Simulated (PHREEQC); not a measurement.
Solution (27 °C): 0.0023 mol CdCl2 and 0.016 mol CaCl2 per kg of water. Closed to the air; pH follows from the charge balance.

All values are PHREEQC results (ion-association model, wateq4f.dat), not measurements.

This is a speciation only: nothing precipitates in the calculation.

Problem. Order these Cd species by the share of Cd that they hold, largest first: Cd+2, CdCl2, CdCl+, CdCl3-.

Solution. CdCl+ (57 %), Cd+2 (38 %), CdCl2 (5.5 %), CdCl3- (0.12 %)

The pH is 6.18 and the ionic strength 0.0519 mol/kgw. Complexes and solids missing from the database can't appear.
